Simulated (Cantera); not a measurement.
Charge: 1 mol BN, 3.7 mol HCl, 38 mol N2, 15 mol O2, at 2023 K and 10.0 mbar.

Equilibrium computed with Cantera from the NASA thermochemical tables; the gas is ideal and each condensed phase is pure. Candidate condensed phases: B, BN, B2O3, B3O3H3, H2O, NH4Cl; 49 gas species. The tables' values for BOCl are old estimates; treat these amounts as uncertain. Equilibrium is a limit: real reactors are often held back by kinetics, nucleation or transport.

Base state: N2 0.663, O2 0.230, Cl 0.0385, HCl 0.0254, H2O 0.0121, HBO2 0.0117, NO 0.00783, O 0.00382 (mole fractions); condensed: gas only.

**Question.** What changes in the equilibrium state with this change: temperature from 2023 K to 2073.15 K?

**Answer.** 
```
species    before     after
-------  --------  --------
N2          0.663     0.662
O2          0.230     0.228
Cl         0.0385    0.0402
HCl        0.0254    0.0236
H2O        0.0121    0.0126
HBO2       0.0117    0.0112
BO        1.46e-5   2.57e-5
H        0.000176  0.000300
H2        8.61e-5  0.000130
O         0.00382   0.00549
```
